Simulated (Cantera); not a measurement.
Input: 1 mol B, 9.4 mol H₂, 2.8 mol N₂.

Cantera equilibrium calculation (NASA polynomials, part measured and part estimated; ideal gas, pure solids and liquids). Candidate condensed phases: B, BN; 15 gas species. Mutual solubility and eutectic melting of coexisting phases are not modelled. Rates play no part.

Stable condensed phases, one row left out:

```
T in K \ P in Pa
             10     37    140    520   1900   7200  27000 100000
   2250       A      A      A      A      B      B      B      B
   2225       A      A      A      A      B      B      B      B
   2200       A      A      A      A      B      B      B      B
   2175       A      A      A      A      B      B      B      B
   2150       A      A      A      B      B      B      B      B
   2125       A      A      A      B      B      B      B      B
   2100       A      A      A      B      B      B      B      B
   2075       A      A      A      B      B      B      B      B
   2025       A      A      B      B      B      B      B      B
   2000       A      A      B      B      B      B      B      B
   1975       A      C      B      B      B      B      B      B
   1950       A      B      B      B      B      B      B      B
```

A: B; B: BN; C: B + BN.

Give the row for 2050 K.

10: B; 37: B; 140: BN; 520: BN; 1900: BN; 7200: BN; 27000: BN; 100000: BN.
